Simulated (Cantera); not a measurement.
## PbO + H₂ + H₂O (hydrogen reduction and annealing atmospheres)

Input: 1 mol PbO, a varied amount of H₂, 2.5 mol H₂O, equilibrated at 1573 K and 100000 Pa.

Equilibrium computed with Cantera from the NASA thermochemical tables; the gas is ideal and each condensed phase is pure. Candidate condensed phases: H₂O, Pb, PbO, PbO₂, Pb₃O₄; 12 gas species. Gases not in the tables: (PbO)n polymers. Rates play no part.

From 1.8 mol H₂ to 17 mol H₂ the condensed part is Pb(l). From 24 mol H₂ to 51 mol H₂ nothing is condensed.

```tsv
n(H₂) (mol)	log p H₂	log p H₂O	log p Pb	log p PbO	n Pb(l)
1.8	-0.75	-0.11	-1.32	-3.90	0.782
2.6	-0.52	-0.18	-1.32	-4.20	0.742
3.8	-0.37	-0.28	-1.32	-4.44	0.681
5.5	-0.27	-0.38	-1.32	-4.65	0.596
7.9	-0.20	-0.49	-1.32	-4.83	0.474
12	-0.14	-0.64	-1.32	-5.03	0.267
17	-0.11	-0.77	-1.32	-5.20	0.0148
24	-0.08	-0.90	-1.44	-5.48	0
35	-0.05	-1.04	-1.59	-5.79	0
51	-0.04	-1.19	-1.74	-6.11	0
```
log p: log10 of the partial pressure in bar; n: condensed amount in mol.
